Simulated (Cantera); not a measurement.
Cantera with NASA thermochemical tables; ideal gases at 1 bar, condensed phases pure. Values are per mole of reaction as written; species without (g) are pure solids or liquids, kept so even where they would boil at 1 bar.

Nb + 2 NO2(g) → NbO2 + 2 NO(g)

```
T (K)  ΔH° (kJ)  ΔS° (J/K)  ΔG° (kJ)  log10 K
-----  --------  ---------  --------  -------
800      -672.7      -24.6    -653.1    42.64
900         [?]        [?]       [?]      [?]
1000        [?]        [?]       [?]      [?]
1100        [?]        [?]       [?]      [?]
1200        [?]        [?]       [?]      [?]
```

Task: Fill in the missing entries.

Result: 
- 900, ΔH° (kJ): -670.9
- 900, ΔS° (J/K): -22.4
- 900, ΔG° (kJ): -650.7
- 900, log10 K: 37.76
- 1000, ΔH° (kJ): -668.8
- 1000, ΔS° (J/K): -20.2
- 1000, ΔG° (kJ): -648.6
- 1000, log10 K: 33.88
- 1100, ΔH° (kJ): -663.1
- 1100, ΔS° (J/K): -14.9
- 1100, ΔG° (kJ): -646.7
- 1100, log10 K: 30.71
- 1200, ΔH° (kJ): -660.5
- 1200, ΔS° (J/K): -12.7
- 1200, ΔG° (kJ): -645.3
- 1200, log10 K: 28.09
